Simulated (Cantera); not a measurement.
A closed system holds: 1 mol Ti(OiPr)4, 0.057 mol O2, 4 mol H2, at 0.730 bar.

Method: chemical equilibrium by Gibbs-energy minimisation in Cantera with the NASA 1993 tables (ideal gas, pure condensed phases). Candidate condensed phases: C, C6H6, C7H8, C8H18, H2O, Ti, TiC, TiO, TiO2, Ti2O3, Ti3O5, Ti4O7; 113 gas species. The feed counts by its element totals alone. Condensed phases not in the tables: Magnéli phases beyond Ti4O7. Rates play no part. All values below are at 1300 K.

Base state: H2 0.879, CO 0.116, CH4 0.00443, H2O 0.000678, CO2 5.07e-5 (mole fractions); condensed: C(graphite) + Ti4O7(s).

**Question.** What changes in the equilibrium state with this change: Ti(OiPr)4 replaced by Ti?

**Answer.** 
```json
[
 {"species": "H2", "before": "0.879", "after": "1.000"},
 {"species": "H2O", "before": "0.000678", "after": "<1e-9"},
 {"species": "CO", "before": "0.116", "after": "0"},
 {"species": "CH4", "before": "0.00443", "after": "0"},
 {"species": "CO2", "before": "5.07e-5", "after": "0"},
 {"species": "C(graphite), mol", "before": "9.56", "after": "0"},
 {"species": "Ti4O7(s), mol", "before": "0.250", "after": "0"},
 {"species": "Ti(β), mol", "before": "0", "after": "0.886"},
 {"species": "TiO(s), mol", "before": "0", "after": "0.114"}
]
```
Mutual solubility and eutectic melting of coexisting phases are not modelled. TiO: taken at fixed stoichiometry. Condensed phases not in the tables: N, O or C dissolved in the metal.
